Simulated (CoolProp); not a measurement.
Computed with CoolProp (reference Helmholtz-energy equation of state, Lemmon 2006). It is a short technical equation, of lower accuracy than the large ones.

**Question.** For carbonyl sulfide, give the phase and the density (kg/m³), cp (kJ/(kg K)), cv (kJ/(kg K)), Joule-Thomson coefficient (K/MPa) at -2.45 °C and 7.94 MPa.

**Answer.** 
- -2.45 °C and 7.94 MPa: liquid; density 1080, cp 1.23, cv 0.704, Joule-Thomson coefficient -0.315
